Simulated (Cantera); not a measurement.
A perfectly stirred reactor is fed with 4.88 % H₂, 5.95 % O₂, 89.2 % N₂, equivalence ratio 0.41, at 0.178 atm; it is held at 1025 K, and followed from long to short residence time.

Detailed kinetics in Cantera: the H2/O2 subset of GRI-Mech 3.0, which has no nitrogen chemistry. The temperature is held fixed by assumption; the heat of reaction is taken as removed at once.

Problem. Predict: x(H₂) at τ = 22.0 s; x(O₂) at τ = 22.0 s; x(O) at τ = 22.0 s; x(OH) at τ = 22.0 s; x(H₂O) at τ = 22.0 s; x(H₂) at τ = 0.130 s; x(O₂) at τ = 0.130 s; x(O) at τ = 0.130 s; x(OH) at τ = 0.130 s; x(H₂O) at τ = 0.130 s.

Solution. 
```
Item                     Result
---------------------  --------
x(H₂) at τ = 22.0 s     4.06e-5
x(O₂) at τ = 22.0 s      0.0360
x(O) at τ = 22.0 s      5.81e-6
x(OH) at τ = 22.0 s     2.13e-5
x(H₂O) at τ = 22.0 s     0.0499
x(H₂) at τ = 0.130 s   0.000979
x(O₂) at τ = 0.130 s     0.0363
x(O) at τ = 0.130 s    0.000169
x(OH) at τ = 0.130 s   0.000138
x(H₂O) at τ = 0.130 s    0.0488
```
